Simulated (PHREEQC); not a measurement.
Solution (65 °C): 0.039 mol/kgw ZnSO4, 0.0013 mol/kgw H3BO3 and 0.00082 mol/kgw FeSO4. Closed to the air; pH follows from the charge balance.

Computed with PHREEQC (ion-association model, wateq4f.dat).

Each row changes one thing in this solution. No solid was allowed to form.

```
case                                     pH  ionic strength (mol/kgw)  SO4-2 (mol/kgw)  Fe+2 (mol/kgw)  FeSO4 (mol/kgw)  HSO4- (mol/kgw)  SI of Melanterite (FeSO4:7H2O)
-------------------------------------  ----  ------------------------  ---------------  --------------  ---------------  ---------------  ------------------------------
as made                                5.16                    0.0827           0.0187        0.000429         0.000391          1.60e-5                           -4.10
ZnSO4 from 0.039 to 0.0195 mol/kgw        ?                         ?           0.0111        0.000463         0.000356          9.76e-6                           -4.14
H3BO3 from 0.0013 to 0.0065 mol/kgw       ?                    0.0827           0.0187        0.000429         0.000391          1.64e-5                           -4.10
FeSO4 from 0.00082 to 0.00123 mol/kgw     ?                    0.0834           0.0188        0.000643         0.000587          1.61e-5                           -3.92
ZnSO4 from 0.039 to 0.078 mol/kgw      5.12                         ?           0.0311        0.000409         0.000410          2.53e-5                           -4.07
ZnSO4 left out                         5.73                   0.00286         0.000714        0.000713         0.000105          2.91e-7                           -4.67
```

Problem. Fill in the missing entries.

Solution. 
- ZnSO4 from 0.039 to 0.0195 mol/kgw, pH: 5.21
- ZnSO4 from 0.039 to 0.0195 mol/kgw, ionic strength (mol/kgw): 0.0465
- H3BO3 from 0.0013 to 0.0065 mol/kgw, pH: 5.15
- FeSO4 from 0.00082 to 0.00123 mol/kgw, pH: 5.17
- ZnSO4 from 0.039 to 0.078 mol/kgw, ionic strength (mol/kgw): 0.151

Away from 25 °C the constants follow the database's enthalpies or fits; those with neither stay at their 25 °C values.
